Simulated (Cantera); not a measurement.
Feed: 1 mol Al2O3, 2.8 mol O2, at 1977 °C and 9.50 mbar.

Method: chemical equilibrium by Gibbs-energy minimisation in Cantera with the NASA 1993 tables (ideal gas, pure condensed phases). Candidate condensed phases: Al, Al2O3; 9 gas species. Kinetics and transport are ignored.

Base state: O2 0.963, O 0.0371 (mole fractions); condensed: Al2O3(s).

Problem. What changes in the equilibrium state with this change: pressure from 9.50 mbar to 1.60 bar?

Solution. 
| species | before | after |
|---|---|---|
| O2 | 0.963 | 0.997 |
| O | 0.0371 | 0.00291 |
| Al2O3(s), mol | 1.000 | 1.00 |

Problem. What changes in the equilibrium state with this change: temperature from 1977 °C to 675 °C?

Solution. 
```json
[
 {"species": "O2", "before": "0.963", "after": "1.00"},
 {"species": "O", "before": "0.0371", "after": "<1e-9"},
 {"species": "Al2O3(s), mol", "before": "1.000", "after": "1.00"}
]
```
